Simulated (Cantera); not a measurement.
Gas mixture: 40.1 % C₂H₄, 3.87 % N₂, 56.0 % NH₃, at 0.0132 atm, frozen composition.

Cantera's kinetic-theory transport with the Lennard-Jones parameters of GRI-Mech 3.0, ideal gas; thermal conductivity in the mixture-averaged form. Polar gases are described roughly by these parameters. The composition is frozen, though it would react at the higher temperatures.

One state of this run: ρ (kg/m³) = 0.00501; cp (J/kg/K) = 2727; μ (µPa s) = 23.4; λ (mW/m/K) = 87.1; Pr = 0.734; D (cm²/s) H = 382; D (cm²/s) CO₂ = 52.5; D (cm²/s) C₂H₂ = 54.6. D: mixture-averaged diffusion coefficient of that species in the mixture.

Which value of T (K) does it belong to?
A) 1150
B) 400
C) 1300
D) 700

D, 700
